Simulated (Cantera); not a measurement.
# Ignition delay

Mixture: CH3OH : O2 : N2 : H2O = 1 : 1 : 3.76 : 0.48 (molar parts), equivalence ratio 1.5, at 1.58 atm, adiabatic and at constant pressure. Ignition delay is the time to a rise of 400 K.

Cantera simulation using GRI-Mech 3.0 (53 species, 325 reactions); the numbers are that mechanism's predictions, not measurements. GRI-Mech 3.0 was tuned for natural gas; its chemistry of methanol as a main component is partial and can be far from experiment.

```csv
T0 (K),delay (ms)
1150,11.6
1250,2.19
1350,0.545
1450,0.172
1550,0.0665
1650,0.0301
1750,0.0155
1850,0.00890
1950,0.00574
2050,0.00413
```

- apparent activation energy between 1850 and 2050 K = 120 kJ/mol
